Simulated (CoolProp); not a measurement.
Hexamethyldisiloxane (MM) along the isotherm 477.5 K: Z from the reference equation and from simpler models built on Tc = 518.7 K, pc = 1931 kPa, ω = 0.418; each cubic takes its own stable root.

Model: reference Helmholtz-energy equation of state, Thol 2016, in CoolProp.

```csv
p (kPa),phase,reference
9.16,gas,0.9977
13.8,gas,0.9966
20.8,gas,0.9948
31.4,gas,0.9922
47.4,gas,0.9882
71.6,gas,0.9821
108,gas,0.9728
163,gas,0.9584
246,gas,0.9361
371,gas,0.9009
559,gas,0.8431
844,gas,0.7389
1270,liquid,0.1001
1920,liquid,0.1484
2900,liquid,0.2191
```

**Question.** How far does each simpler model (van der Waals, Redlich-Kwong) lie from the reference over these 15 states: mean and median of the absolute difference, and the worst?

**Answer.** 
- van der Waals: mean 46.2 %, median 1.1 %, worst +560.1 % at 477.5 K and 1270 kPa
- Redlich-Kwong: mean 4.8 %, median 0.4 %, worst +25.8 % at 477.5 K and 1270 kPa

At some of these states van der Waals gives the other phase, because its saturation line lies elsewhere.
